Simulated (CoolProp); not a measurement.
Saturated liquid density (kg/m³) of isobutene: the reference equation beside estimates from Tc = 418.1 K, pc = 4016 kPa, ω = 0.193. Rackett uses Z = 0.29056 − 0.08775 ω.

Values from CoolProp's reference Helmholtz-energy equation of state, Lemmon 2005. It is a short technical equation, of lower accuracy than the large ones.

| T (K) | reference | Rackett | Peng-Robinson |
|---|---|---|---|
| 192.9 | 704.7 | 701.5 | 732.6 |
| 204.5 | 692.8 | 690.2 | 722.9 |
| 216 | 680.8 | 678.7 | 712.7 |
| 227.6 | 668.6 | 666.9 | 701.7 |
| 239.1 | 656.3 | 654.8 | 690.1 |
| 250.6 | 643.8 | 642.4 | 677.8 |
| 262.2 | 630.9 | 629.5 | 664.5 |
| 273.7 | 617.8 | 616.3 | 650.4 |
| 285.3 | 604.2 | 602.6 | 635.1 |
| 296.8 | 590.1 | 588.3 | 618.8 |

Absolute difference from the reference over all 10 rows, mean and median: Rackett 0.3 and 0.3 %, Peng-Robinson 4.9 and 5.0 %.
